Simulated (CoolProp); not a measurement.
Saturation properties of carbon monoxide.

The numbers come from the reference Helmholtz-energy equation of state, Lemmon 2006 in CoolProp. It is a short technical equation, of lower accuracy than the large ones.

| T (K) | p (kPa) | liquid density (kg/m³) | vapour density (kg/m³) | liquid cp (kJ/(kg K)) | surface tension (mN/m) |
|---|---|---|---|---|---|
| 84.7 | 141.6 | 779.7 | ? | 2.157 | 8.87 |
| 86.5 | ? | 771.5 | 7.056 | 2.165 | 8.49 |
| 88.3 | 203.3 | 763.3 | ? | 2.176 | 8.11 |
| 90.2 | 242.9 | 754.4 | 9.828 | 2.190 | 7.72 |
| 92 | 285.6 | 745.8 | 11.44 | 2.205 | 7.34 |
| 93.8 | 333.5 | 737.1 | 13.25 | 2.223 | 6.97 |
| 95.6 | 387.1 | 728.1 | 15.27 | ? | 6.61 |
| 97.4 | ? | 719.0 | 17.51 | 2.266 | 6.24 |
| 99.3 | 516.7 | 709.1 | 20.15 | 2.295 | 5.86 |
| 101.1 | 590.0 | 699.5 | 22.94 | 2.325 | 5.50 |
| 102.9 | 670.5 | ? | 26.02 | 2.360 | 5.14 |
| 104.7 | 758.7 | 679.4 | 29.43 | 2.400 | 4.79 |
| 106.6 | 860.5 | 668.3 | 33.43 | 2.449 | 4.42 |
| 108.4 | 965.7 | 657.5 | ? | 2.503 | 4.07 |
| 110.2 | 1080 | ? | 42.28 | 2.566 | 3.73 |

Task: Complete the blanks.

Result: 
- 84.7, vapour density (kg/m³): 5.944
- 86.5, p (kPa): 170.4
- 88.3, vapour density (kg/m³): 8.318
- 95.6, liquid cp (kJ/(kg K)): 2.243
- 97.4, p (kPa): 446.8
- 102.9, liquid density (kg/m³): 689.6
- 108.4, vapour density (kg/m³): 37.63
- 110.2, liquid density (kg/m³): 646.2

It boils at 81.6 K under 1 atm.

Surface tension comes from a separate correlation (Mulero 2012).
